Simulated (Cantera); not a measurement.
Input: 1 mol CH4, a varied amount of CO2, at 2200 °C and 3800000 Pa.

These are equilibrium values from Cantera (NASA tables, ideal gas, pure condensed phases), not measurements of a reactor. Candidate condensed phases: C, C6H6, C7H8, C8H18, H2O; 110 gas species. The ideal-gas law is rough above about 30 bar. Equilibrium is a limit: real reactors are often held back by kinetics, nucleation or transport.

Task: What share of the C ends up in condensed phases as a function of n(CO2) (mol), at 0.17, 0.23, 0.31, 0.41, 0.55, 0.74, 1, 1.3, 1.8, 2.4, 3.3?

Result: 
| n(CO2) (mol) | C condensed (%) | as |
|---|---|---|
| 0.17 | 66.7 | C(graphite) |
| 0.23 | 58.6 | C(graphite) |
| 0.31 | 49.0 | C(graphite) |
| 0.41 | 38.5 | C(graphite) |
| 0.55 | 26.0 | C(graphite) |
| 0.74 | 12.3 | C(graphite) |
| 1 | 0.0 | - |
| 1.3 | 0.0 | - |
| 1.8 | 0.0 | - |
| 2.4 | 0.0 | - |
| 3.3 | 0.0 | - |
